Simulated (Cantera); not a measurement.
Charge: 1 mol MgSO4, 0.71 mol H2, equilibrated at 0.140 bar.

Cantera equilibrium calculation (NASA polynomials, part measured and part estimated; ideal gas, pure solids and liquids). Candidate condensed phases: H2O, H2SO4, Mg, MgO, Mg(OH)2, MgS, MgSO4, S; 26 gas species. The numbers say what is thermodynamically allowed, not how fast it happens.

Task: At 2048 K, list the 4 most abundant gas species with their mole fractions, and the condensed phases.

Result: SO2 0.536, H2O 0.377, O2 0.0772, OH 0.00636. Condensed: MgO(s).
